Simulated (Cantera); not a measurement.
An isothermal, constant-pressure homogeneous reactor starts with N2O : N2 = 1 : 0.0018 (molar parts), at 1600 K and 0.0345 atm.

Detailed kinetics in Cantera: GRI-Mech 3.0 (53 species, 325 reactions). GRI-Mech 3.0 was tuned for natural gas; its chemistry of N2O as a main component is partial and can be far from experiment. Radical loss at walls, strong at low pressure, is not modelled. The temperature is held fixed by assumption; the heat of reaction is taken as removed at once.

x: mole fraction; the columns are a selection and need not sum to one.

```tsv
t (s)	x N2O	x N2	x O2	x NO2	x NO	x O
4.00e-6	0.998	0.00181	2.95e-7	<1e-12	2.53e-7	1.18e-5
1.24e-5	0.998	0.00184	[?]	<1e-12	[?]	[?]
3.86e-5	0.998	0.00194	2.26e-5	3.97e-12	1.93e-5	8.59e-5
0.000120	0.997	0.00231	0.000150	1.73e-10	0.000128	0.000153
0.000372	0.995	0.00361	0.000675	3.47e-9	0.000577	0.000175
0.00116	0.988	0.00765	0.00234	4.00e-8	0.00200	0.000175
0.00359	0.966	0.0200	0.00742	3.55e-7	0.00634	0.000175
0.0111	0.903	[?]	[?]	[?]	[?]	0.000175
0.0346	0.737	0.150	0.0610	1.03e-5	0.0521	0.000175
0.107	0.416	0.332	0.136	3.17e-5	0.116	0.000174
0.334	0.0911	0.516	0.212	6.15e-5	0.180	0.000167
1.04	0.00215	0.568	0.234	0.000105	0.196	7.26e-5
3.22	1.16e-5	0.569	0.235	0.000154	0.196	3.83e-5
10.0	1.09e-5	0.570	0.235	0.000154	0.195	3.83e-5
```

### Question
Complete the blanks.

### Answer

- 1.24e-5, x O2: 2.71e-6
- 1.24e-5, x NO: 2.32e-6
- 1.24e-5, x O: 3.42e-5
- 0.0111, x N2: 0.0560
- 0.0111, x O2: 0.0223
- 0.0111, x NO2: 2.35e-6
- 0.0111, x NO: 0.0190
